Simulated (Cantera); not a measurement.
A Cantera script and what it prints.

```python
import numpy as np
import cantera as ct

gas_names = [...]  # 114 gases of nasa_gas.yaml made of C, Fe, H, O
cond_names = """
    C(gr) C6H6(L) C7H8(L) C8H18(L),n-octa Fe(a) Fe(c) Fe(d) Fe(L) FeC5O5(L) FeO(s) FeO(L) Fe(OH)2(s)
    Fe(OH)3(s) Fe2O3(s) Fe3O4(s) H2O(s) H2O(L)
""".split()


# ... load() reads the species with a 1 bar reference pressure and builds the phases ...
atoms = {
    'Fe(CO)5': {'Fe': 1, 'C': 5, 'O': 5},
    'O2': {'O': 2},
    'H2': {'H': 2},
}
top_T = {'C(gr)': 4500, 'Fe2O3(s)': 1830, 'Fe3O4(s)': 1870}  # K; cautious upper limits of use, not melting points


# ... equilibrate(T, P, feed) seeds the gas with the atoms and calls Mixture.equilibrate('TP', solver="vcs", rtol=1e-11, max_steps=5000) ...
results = []
feed = {'Fe(CO)5': 1, 'O2': 0.74, 'H2': 5.5}  # mol
T = 1375  # K
P = 170000  # Pa
mix = equilibrate(T, P, feed)
results.append((T, P, feed, dict(zip(mix.species_names, mix.species_moles))))
print(gas.report(threshold=0.0001))
for i in range(1, mix.n_phases):
    print(f"{mix.phase(i).name:16s} {mix.phase_moles(i):12.5e} mol")
```

It prints:

```
       temperature   1375 K
          pressure   1.7e+05 Pa
           density   0.24759 kg/m^3
  mean mol. weight   16.65 kg/kmol
   phase of matter   gas

                          1 kg             1 kmol
                     ---------------   ---------------
          enthalpy       -3.2082e+06       -5.3417e+07  J
   internal energy       -3.8949e+06       -6.4849e+07  J
           entropy             13355        2.2236e+05  J/K
    Gibbs function       -2.1571e+07       -3.5917e+08  J
 heat capacity c_p            2138.7             35609  J/K
 heat capacity c_v            1639.3             27295  J/K

                      mass frac. Y      mole frac. X     chem. pot. / RT
                     ---------------   ---------------   ---------------
                CO           0.72361           0.43014           -36.478
               CO2           0.12172          0.046051           -66.739
                H2          0.051926           0.42885           -18.669
               H2O           0.10271          0.094931           -48.929
     [ +110 minor]         2.461e-05        2.5819e-05

C(gr)             0.00000e+00 mol
Fe(c)             9.99997e-01 mol
FeC5O5(L)         0.00000e+00 mol
FeO(s)            0.00000e+00 mol
Fe(OH)2(s)        0.00000e+00 mol
Fe(OH)3(s)        0.00000e+00 mol
Fe2O3(s)          0.00000e+00 mol
Fe3O4(s)          0.00000e+00 mol
```

These are equilibrium values from Cantera (NASA tables, ideal gas, pure condensed phases), not measurements of a reactor.
